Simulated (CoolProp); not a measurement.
Carbonyl sulfide along the isobar 8340 kPa: density (kg/m³) from the reference equation and from simpler models built on Tc = 378.8 K, pc = 6369 kPa, ω = 0.098; each cubic takes its own stable root.

Computed with CoolProp (reference Helmholtz-energy equation of state, Lemmon 2006). It is a short technical equation, of lower accuracy than the large ones.

| T (K) | phase | reference | van der Waals | Soave-Redlich-Kwong | Peng-Robinson |
|---|---|---|---|---|---|
| 264.3 | liquid | 1099 | 723.8 | 1042 | 1176 |
| 299.7 | liquid | 1013 | 673.1 | 948.8 | 1072 |
| 335.1 | liquid | 907.8 | 610.9 | 829.5 | 934.8 |
| 370.5 | liquid | 754.5 | 524.4 | 655.1 | 730.2 |
| 405.9 | supercritical | 313.6 | 340.7 | 297.7 | 316.4 |
| 441.3 | supercritical | 201.5 | 210.3 | 197.1 | 206.6 |
| 476.6 | supercritical | 163.7 | 170.3 | 160.9 | 167.4 |
| 512 | supercritical | 141.5 | 147.0 | 139.3 | 144.2 |
| 547.4 | supercritical | 126.1 | 130.9 | 124.3 | 128.2 |
